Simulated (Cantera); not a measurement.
Charge: 1 mol Si2H6, 4.5 mol N2, equilibrated at 1450 K and 570 Pa.

These are equilibrium values from Cantera (NASA tables, ideal gas, pure condensed phases), not measurements of a reactor. Candidate condensed phases: Si, Si3N4; 18 gas species. The feed counts by its element totals alone. N2 is the only nitrogen source here; it is nearly inert below about 1500 K, so the nitride shown seldom forms there in practice. Equilibrium is a limit: real reactors are often held back by kinetics, nucleation or transport.

Base state: N2 0.513, H2 0.486, H 8.74e-5 (mole fractions); condensed: Si3N4(s).

Q: What changes in the equilibrium state with this change: temperature from 1450 K to 1773 K?

A: 
```tsv
species	before	after
N2	0.513	0.599
H2	0.486	0.398
H	8.74e-5	0.00238
Si	1.75e-8	0.000374
Si2N	<1e-9	1.74e-5
SiN	1.52e-9	1.05e-5
SiH	3.66e-9	2.20e-5
Si3N4(s), mol	0.667	0
Si(l), mol	0	2.00
```
The tables' values for SiN are old estimates; treat these amounts as uncertain.
